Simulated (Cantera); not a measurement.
Charge: 1 mol C2H4, 1.1 mol CO2, 1.7 mol N2, equilibrated at 100 Torr.

Equilibrium computed with Cantera from the NASA thermochemical tables; the gas is ideal and each condensed phase is pure. Candidate condensed phases: C, C6H6, C7H8, C8H18, H2O; 136 gas species. Rates play no part.

x: gas mole fraction; n: condensed amount in mol.

```csv
T (K),x CO,x H2,x N2,x H,x HCN,x C2H2 (acetylene),n C(graphite)
1600,0.373,0.339,0.288,8.66e-5,0.000639,9.31e-6,0.896
1700,0.373,0.338,0.288,___,___,___,0.893
1800,0.373,0.338,0.287,___,___,___,0.888
1900,0.373,0.336,0.286,0.00126,0.00302,0.000128,0.880
2000,0.372,0.335,0.285,0.00258,0.00456,0.000257,0.868
2100,0.372,0.332,0.284,0.00491,0.00658,0.000479,0.853
2200,0.371,0.327,0.282,0.00882,0.00915,0.000839,0.831
2300,0.370,0.321,0.279,0.0150,0.0123,0.00139,0.803
2400,0.368,0.312,0.276,0.0243,0.0160,0.00217,0.768
2500,0.366,0.299,0.271,0.0377,0.0202,0.00324,0.724
2600,0.362,0.283,0.266,0.0559,0.0247,0.00459,0.670
2700,0.358,0.262,0.259,0.0797,0.0293,0.00618,0.607
2800,0.352,0.238,0.252,0.109,0.0338,0.00793,0.533
2900,0.345,0.209,0.243,0.144,0.0377,0.00963,0.442
```

Some entries are withheld; supply them.


- 1700, x H: 0.000235
- 1700, x HCN: 0.00114
- 1700, x C2H2 (acetylene): 2.48e-5
- 1800, x H: 0.000570
- 1800, x HCN: 0.00191
- 1800, x C2H2 (acetylene): 5.92e-5
